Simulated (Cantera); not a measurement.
A closed system holds: 1 mol SiH4, 0.021 mol C2H2, 2.9 mol H2, held at 2623 K.

Equilibrium computed with Cantera from the NASA thermochemical tables; the gas is ideal and each condensed phase is pure. Candidate condensed phases: C, C6H6, C7H8, C8H18, Si, SiC; 87 gas species. Mutual solubility and eutectic melting of coexisting phases are not modelled. Gases not in the tables: Si2H6 and higher silanes. Rates play no part.

What share of the Si ends up in condensed phases as a function of P (Pa), at 100, 320, 1000, 3200, 10000, 32000, 100000?


| P (Pa) | Si condensed (%) | as |
|---|---|---|
| 100 | 0.0 | - |
| 320 | 0.0 | - |
| 1000 | 0.0 | - |
| 3200 | 0.0 | - |
| 10000 | 13.2 | Si(l) |
| 32000 | 70.9 | Si(l) |
| 100000 | 89.3 | Si(l) + SiC(s) |
